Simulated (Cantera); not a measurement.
Charge: 1 mol Si, 0.32 mol O2, 270 mol N2, 1 mol CO2, at 852 °C and 0.0675 Torr.

Equilibrium computed with Cantera from the NASA thermochemical tables; the gas is ideal and each condensed phase is pure. Candidate condensed phases: C, Si, SiC, SiO2, Si2N2O, Si3N4; 34 gas species. N2 is the only nitrogen source here; it is nearly inert below about 1500 K, so the nitride shown seldom forms there in practice. Mutual solubility and eutectic melting of coexisting phases are not modelled. Kinetics and transport are ignored.

Base state: N2 0.996, CO 0.00369 (mole fractions); condensed: SiO2(β-quartz) + Si2N2O(s).

What changes in the equilibrium state with this change: O2 from 0.32 to 1 mol?


```json
[
 {"species": "N2", "before": "0.996", "after": "0.996"},
 {"species": "CO2", "before": "3.92e-8", "after": "0.00369"},
 {"species": "CO", "before": "0.00369", "after": "1.36e-6"},
 {"species": "SiO2(β-quartz), mol", "before": "0.760", "after": "1.00"},
 {"species": "Si2N2O(s), mol", "before": "0.120", "after": "0"}
]
```
